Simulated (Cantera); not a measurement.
A Cantera script and what it prints.

```python
import numpy as np
import cantera as ct

gas_names = """
    C CN CO CO2 C2 CCN CNC C2N2 C2O C3 C3O2 C4 C4N2 C5 N NCO NO NO2 NO3 N2 N2O O O2 O3 Pb PbO Pb2
""".split()
cond_names = """
    C(gr) Pb(cr) Pb(L) PbO(rd) PbO(yw) PbO(L) PbO2(s) Pb3O4(s)
""".split()


# ... load() reads the species with a 1 bar reference pressure and builds the phases ...
atoms = {
    'PbO': {'Pb': 1, 'O': 1},
    'C': {'C': 1},
    'N2': {'N': 2},
}
top_T = {'C(gr)': 4500, 'Pb3O4(s)': 820}  # K; cautious upper limits of use, not melting points


# ... equilibrate(T, P, feed) seeds the gas with the atoms and calls Mixture.equilibrate('TP', solver="vcs", rtol=1e-11, max_steps=5000) ...
results = []
feed = {'PbO': 1, 'C': 6.5, 'N2': 7.5}  # mol
T = 2275  # K
P = 8800  # Pa
mix = equilibrate(T, P, feed)
results.append((T, P, feed, dict(zip(mix.species_names, mix.species_moles))))
x = sorted(zip(gas.X, gas.species_names), reverse=True)
print(f"T = {T:g} K  P = {P:g} Pa  gas = {mix.phase_moles(0):.4g} mol")
print("   x: " + "  ".join(f"{s} {v:.3e}" for v, s in x if v > 1e-06))
print("   condensed (mol): " + ("  ".join(f"{mix.phase(i).name} {mix.phase_moles(i):.4g}"
      for i in range(1, mix.n_phases) if mix.phase_moles(i) > 1e-12) or "none"))
```

Output:

```
T = 2275 K  P = 8800 Pa  gas = 9.5 mol
   x: N2 7.894e-01  CO 1.053e-01  Pb 1.053e-01  CN 3.949e-05  C2N2 1.390e-05  Pb2 2.937e-06
   condensed (mol): C(gr) 5.499
```

Cantera equilibrium calculation (NASA polynomials, part measured and part estimated; ideal gas, pure solids and liquids).
